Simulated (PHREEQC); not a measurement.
A solution holds 5.4 mmol/kgw HF, 2.4 mmol/kgw ZnSO4 and 44 mmol/kgw KCl, at 54 °C. Closed to the air; pH follows from the charge balance.

All values are PHREEQC results (ion-association model, phreeqc.dat), not measurements.

The ionic strength comes out as 0.0527 mol/kgw. What activity coefficients do H+, Zn+2, HF2-, SO4-2, Zn(SO4)2-2 get?

H+ 0.85, Zn+2 0.44, HF2- 0.81, SO4-2 0.44, Zn(SO4)2-2 0.43.

No solid was allowed to form. At this temperature some constants are extrapolated from 25 °C, and those without enthalpy data are left unchanged.
